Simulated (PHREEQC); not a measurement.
Dissolve 0.0027 mol/kgw Na2HPO4 at 25 °C. Closed to the air; pH follows from the charge balance.

Model: ion-association model, wateq4f.dat, run in PHREEQC.

| quantity | before | after |
|---|---|---|
| pH | 9.20 | 8.89 |
| ionic strength (mol/kgw) | 0.00805 | 0.00802 |
| H2PO4- (mol/kgw) | 2.05e-5 | 4.11e-5 |
| NaHPO4- (mol/kgw) | 1.93e-5 | 1.91e-5 |

**Question.** Name the change that produced these shifts.
A. 0.0047 mol/kgw H2SO4 added
B. 3.6e-05 mol/kgw TMAH added
C. diluted 2-fold with water
D. 3.1e-05 mol/kgw HCl added

**Answer.** D, 3.1e-05 mol/kgw HCl added

This is a speciation only: nothing precipitates in the calculation. H3PO4, which wateq4f.dat lacks, is added to it with the constant of phreeqc.dat.
